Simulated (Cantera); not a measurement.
A closed system holds: 1 mol Si2H6, 0.65 mol O3, 13 mol H2, 0.4 mol O2, equilibrated at 1.00 Torr.

Cantera equilibrium calculation (NASA polynomials, part measured and part estimated; ideal gas, pure solids and liquids). Candidate condensed phases: H2O, Si, SiO2; 18 gas species. The feed counts by its element totals alone. The tables hold silica as quartz up to 1696 K and as liquid above; real silica turns to tridymite and cristobalite and melts near 1996 K. The numbers say what is thermodynamically allowed, not how fast it happens.

Question: At 1177 °C, list the 3 most abundant gas species with their mole fractions, and the condensed phases.

Answer: H2 0.927, SiO 0.0725, H 0.000249. Condensed: SiO2(β-quartz).
